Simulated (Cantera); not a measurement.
## Gas-phase reforming

An isothermal, constant-pressure homogeneous reactor starts with CH₄ : H₂O = 1 : 3.4 (molar parts), at 2100 K and 100.0 Torr.

Detailed kinetics in Cantera: GRI-Mech 3.0 (53 species, 325 reactions).

| t (s) | x CH₄ | x H₂O | x O₂ | x CH₂O | x H₂ | x HCO | x C₂H₂ |
|---|---|---|---|---|---|---|---|
| 4.00e-5 | 0.209 | 0.765 | 1.58e-8 | 0.000136 | 0.0109 | 5.90e-7 | 0.000222 |
| 0.000115 | 0.145 | 0.730 | 4.31e-7 | 0.000527 | 0.0777 | 5.95e-6 | 0.0118 |
| 0.000328 | 0.0540 | 0.646 | 1.45e-6 | 0.000215 | 0.216 | 3.93e-6 | 0.0558 |
| 0.000940 | 0.0163 | 0.582 | 1.71e-6 | 7.41e-5 | 0.297 | 1.91e-6 | 0.0640 |
| 0.00269 | 0.00809 | 0.500 | 1.49e-6 | 3.15e-5 | 0.367 | 1.07e-6 | 0.0443 |
| 0.00771 | 0.00469 | 0.409 | 1.03e-6 | 1.17e-5 | 0.440 | 4.90e-7 | 0.0162 |
| 0.0221 | 0.000695 | 0.358 | 8.77e-7 | 1.36e-6 | 0.482 | 8.67e-8 | 0.000973 |
| 0.0632 | 1.81e-8 | 0.353 | 1.25e-6 | 3.62e-9 | 0.485 | 2.94e-8 | 1.88e-8 |
| 0.181 | 1.73e-11 | 0.353 | 1.42e-6 | 3.54e-9 | 0.485 | 3.10e-8 | <1e-12 |
| 0.519 | 1.73e-11 | 0.353 | 1.42e-6 | 3.54e-9 | 0.485 | 3.10e-8 | <1e-12 |
| 1.49 | 1.73e-11 | 0.353 | 1.42e-6 | 3.54e-9 | 0.485 | 3.10e-8 | <1e-12 |
| 4.26 | 1.73e-11 | 0.353 | 1.42e-6 | 3.54e-9 | 0.485 | 3.10e-8 | <1e-12 |
| 12.2 | 1.73e-11 | 0.353 | 1.42e-6 | 3.54e-9 | 0.485 | 3.10e-8 | <1e-12 |
| 34.9 | 1.73e-11 | 0.353 | 1.42e-6 | 3.54e-9 | 0.485 | 3.10e-8 | <1e-12 |
| 100 | 1.73e-11 | 0.353 | 1.42e-6 | 3.54e-9 | 0.485 | 3.10e-8 | <1e-12 |
x: mole fraction; the columns are a selection and need not sum to one.

Equilibrium at this temperature and pressure: CH₄ 2.02e-11, H₂O 0.353, O₂ 1.42e-6, CH₂O 3.54e-9, H₂ 0.485, HCO 3.10e-8, C₂H₂ <1e-12 (gas phase only).
